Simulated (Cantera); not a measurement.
Stirred combustor or abatement burner

A perfectly stirred reactor is fed with H₂ : O₂ : N₂ = 1 : 0.98 : 3.69 (molar parts), equivalence ratio 0.51, at 9750 Torr; it is adiabatic with a 350 K inlet, and is followed from long to short residence time, starting on the burning branch (τ in s: 0.31, 0.074, 0.018, 0.0042, 0.001, 0.00024, 5.6e-05, 1.3e-05, 3.2e-06).

Detailed kinetics in Cantera: GRI-Mech 3.0 (53 species, 325 reactions). The hydrogen kinetics of GRI-Mech 3.0 are dated; newer H2 mechanisms differ, most at raised pressure. The pressure lies above the range GRI-Mech 3.0 was tuned for (to about 10 atm).

```
τ (s)    T (K)      x H₂    x O₂     x HO₂     x NO       x O
-------  -----  --------  ------  --------  -------  --------
0.31      1708   1.05e-5  0.0928   1.24e-6  9.39e-6   4.89e-6
0.074     1708   2.76e-5  0.0928   1.84e-6  3.84e-6   6.84e-6
0.018     1707   7.78e-5  0.0928   3.82e-6  2.62e-6   1.24e-5
0.0042    1706  0.000224  0.0928   9.96e-6  2.52e-6   2.74e-5
0.0010    1702  0.000635  0.0929   2.72e-5  2.48e-6   6.55e-5
0.00024   1691   0.00180  0.0932   7.28e-5  2.09e-6  0.000163
5.6e-5    1663   0.00529  0.0945  0.000185  1.79e-6  0.000400
1.3e-5     350     0.176   0.173    <1e-12   <1e-12    <1e-12
3.2e-6     350     0.176   0.173    <1e-12   <1e-12    <1e-12
```
x: mole fraction; the columns are a selection and need not sum to one.
